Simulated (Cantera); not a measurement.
Charge: 1 mol Na₂SO₄, 0.55 mol CO₂, 5.1 mol H₂O, held at 1800 K and 0.0100 bar.

Method: chemical equilibrium by Gibbs-energy minimisation in Cantera with the NASA 1993 tables (ideal gas, pure condensed phases). Candidate condensed phases: C, C₆H₆, C₇H₈, C₈H₁₈, H₂O, H₂SO₄, Na, NaOH, NaO₂, Na₂CO₃, Na₂O, Na₂O₂, Na₂S, Na₂SO₄, S; 131 gas species. Rates play no part.

Base state: H₂O 0.514, Na 0.115, SO₂ 0.111, NaOH 0.108, O₂ 0.0839, CO₂ 0.0611, OH 0.00393, H₂ 0.000956 (mole fractions); condensed: gas only.

What changes in the equilibrium state with this change: temperature from 1800 K to 1323.15 K?


| species | before | after |
|---|---|---|
| H₂O | 0.514 | 0.898 |
| CO₂ | 0.0611 | 0.0970 |
| NaOH | 0.108 | 0.00267 |
| Na | 0.115 | 9.62e-5 |
| SO₂ | 0.111 | 0.00138 |
| O₂ | 0.0839 | 0.000734 |
| SO | 7.62e-5 | 7.05e-9 |
| NaO | 0.000624 | 8.65e-8 |
| Na₂SO₄(l), mol | 0 | 0.991 |
